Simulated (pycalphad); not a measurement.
An equivalent pycalphad script:

```python
from pycalphad import Database, equilibrium, calculate, variables as v
import numpy as np
db = Database('COST507.tdb')
comps = ['SN', 'SI', 'VA']
phases = ['BCT_A5', 'DIAMOND_A4', 'LIQUID']
eq = equilibrium(db, comps, phases, {v.X('SI'): 0.0597, v.T: np.arange(1400, 499, -50), v.P: 101325, v.N: 1}, output=['HM', 'SM'])
```

Computed with pycalphad from the COST 507 light-alloy database (1999), at 1 atm. The database dates from 1999; later assessments differ in places, in temperatures and in the compounds included. Phase fractions are per mole of atoms.

Results at three of the temperatures:

```
T = 1300.00 K, P = 101325 Pa, N = 1 mol of atoms
G = -100618 J/mol, H = 37821 J/mol, S = 106.49 J/(mol K)  (SER reference)
chemical potentials (J/mol): Sn -104106, Si -45678
phase             fraction      x(Sn)      x(Si)
LIQUID              0.9766     0.9628     0.0372
DIAMOND_A4          0.0234    3.6e-07     1.0000
```

```
T = 800.00 K, P = 101325 Pa, N = 1 mol of atoms
G = -51390 J/mol, H = 20921 J/mol, S = 90.39 J/(mol K)  (SER reference)
chemical potentials (J/mol): Sn -53290, Si -21475
phase             fraction      x(Sn)      x(Si)
LIQUID              0.9406     0.9997   0.000333
DIAMOND_A4          0.0594   4.22e-07     1.0000
```

```
T = 500.00 K, P = 101325 Pa, N = 1 mol of atoms
G = -26192 J/mol, H = 5733 J/mol, S = 63.85 J/(mol K)  (SER reference)
chemical potentials (J/mol): Sn -27180, Si -10615
phase             fraction      x(Sn)      x(Si)
BCT_A5              0.9403     1.0000       none
DIAMOND_A4          0.0597   1.89e-07     1.0000
```

Changes of the phase set, refined by bisection:

| T (°C) | phases above | phases below |
|---|---|---|
| 1095.2 | liquid | diamond (Si) + liquid |
| 231.9 | diamond (Si) + liquid | bct (Sn) + diamond (Si) |

DIAMOND_A4 is diamond (Si); BCT_A5 is bct (Sn). An entry "none" or "no" means that the model of the phase leaves that element out.
